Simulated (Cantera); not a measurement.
A closed system holds: 1 mol toluene, 5.3 mol H₂O, 1.7 mol N₂, at 10000 Pa.

These are equilibrium values from Cantera (NASA tables, ideal gas, pure condensed phases), not measurements of a reactor. Candidate condensed phases: C, C₆H₆, C₇H₈, C₈H₁₈, H₂O; 169 gas species. Ions and electrons are included (thermal ionisation). Equilibrium is a limit: real reactors are often held back by kinetics, nucleation or transport. All values below are at 4750 K.

Base state: H 0.675, CO 0.193, C 0.0575, N₂ 0.0534, N 0.0131, CN 0.00433, H₂ 0.00199, O 0.000867 (mole fractions); condensed: gas only.

Question: What changes in the equilibrium state with this change: N₂ from 1.7 to 0.66 mol?

Answer: 
| species | before | after |
|---|---|---|
| H | 0.675 | 0.703 |
| CO | 0.193 | 0.201 |
| C | 0.0575 | 0.0615 |
| N₂ | 0.0534 | 0.0197 |
| N | 0.0131 | 0.00793 |
| NH | 1.41e-5 | 8.92e-6 |
| CN | 0.00433 | 0.00281 |
| HCN | 4.35e-5 | 2.94e-5 |
| HNC | 1.93e-5 | 1.31e-5 |
| C₃ | 1.13e-5 | 1.38e-5 |

Question: What changes in the equilibrium state with this change: pressure from 10000 Pa to 81000 Pa?

Answer: 
```tsv
species	before	after
H	0.675	0.665
CO	0.193	0.199
N₂	0.0534	0.0558
H₂	0.00199	0.0156
C	0.0575	0.0456
N	0.0131	0.00469
C₂H	8.13e-6	0.000331
C₃	1.13e-5	0.000370
HNC	1.93e-5	0.000356
HCN	4.35e-5	0.000800
CNC	1.16e-6	1.72e-5
```
